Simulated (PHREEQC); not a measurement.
Make-up at 20 °C: 0.0037 mol/kgw ZnCl2. Closed to the air; pH follows from the charge balance.

Computed with PHREEQC (ion-association model, phreeqc.dat).

```
quantity                   before    after
------------------------  -------  -------
pH                           5.82     5.54
ionic strength (mol/kgw)   0.0110   0.0109
ZnCl+ (mol/kgw)           3.81e-5  8.67e-5
ZnOH+ (mol/kgw)           1.31e-6  2.96e-6
ZnOHCl (mol/kgw)          3.44e-7  1.77e-7
Zn(OH)2 (mol/kgw)         1.29e-8  3.58e-9
```

### Question
What was changed between the two runs?
A) 9.6e-05 mol/kgw KCl added
B) diluted 5-fold with water
C) temperature from 20 to 40 °C
D) diluted 100-fold with water
E) temperature from 20 to 90 °C

### Answer
C, temperature from 20 to 40 °C

This is a speciation only: nothing precipitates in the calculation. Away from 25 °C the constants follow the database's enthalpies or fits; those with neither stay at their 25 °C values.
